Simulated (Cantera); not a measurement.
Input: 1 mol CHF3, 0.0067 mol Si, 0.19 mol H2, held at 975 °C and 23000 Pa.

These are equilibrium values from Cantera (NASA tables, ideal gas, pure condensed phases), not measurements of a reactor. Candidate condensed phases: C, C6H6, C7H8, C8H18, Si, SiC; 113 gas species. Gases not in the tables: C2F6 and larger saturated fluorocarbons. Kinetics and transport are ignored.

Q: What is the equilibrium state?

A: 
- x(HF): 0.773
- x(CF4): 0.223
- x(SiF4): 0.00375
- x(CHF3): 3.85e-6
- x(H2F2): 2.74e-6
- n(C(graphite)): 0.602 mol
- gas amount: 1.785 mol
- log10 activity of Si(s) (absent): -30.74
